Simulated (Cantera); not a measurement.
Charge: 1 mol SiC, 0.0059 mol H2O, 98 mol H2, equilibrated at 2000 K and 4.80 bar.

Cantera equilibrium calculation (NASA polynomials, part measured and part estimated; ideal gas, pure solids and liquids). Candidate condensed phases: C, C6H6, C7H8, C8H18, H2O, Si, SiC, SiO2; 123 gas species. Gases not in the tables: Si2H6 and higher silanes. Equilibrium is a limit: real reactors are often held back by kinetics, nucleation or transport.

Base state: H2 0.999, H 0.000742, CH4 0.000130, SiH2 9.08e-5, SiO 4.17e-5, CO 1.83e-5, SiH 1.15e-5 (mole fractions); condensed: SiC(s).

### Question
What changes in the equilibrium state with this change: SiC replaced by Si3N4?

### Answer
```json
[
 {"species": "H2", "before": "0.999", "after": "0.979"},
 {"species": "N2", "before": "0", "after": "0.0200"},
 {"species": "H", "before": "0.000742", "after": "0.000734"},
 {"species": "CH4", "before": "0.000130", "after": "0"},
 {"species": "SiH2", "before": "9.08e-5", "after": "0.000104"},
 {"species": "CO", "before": "1.83e-5", "after": "0"},
 {"species": "NH3", "before": "0", "after": "1.32e-5"},
 {"species": "SiO", "before": "4.17e-5", "after": "5.88e-5"},
 {"species": "SiH", "before": "1.15e-5", "after": "1.33e-5"},
 {"species": "SiC(s), mol", "before": "0.985", "after": "0"},
 {"species": "Si(l), mol", "before": "0", "after": "2.98"}
]
```
Further candidate phases: Si2N2O, Si3N4.
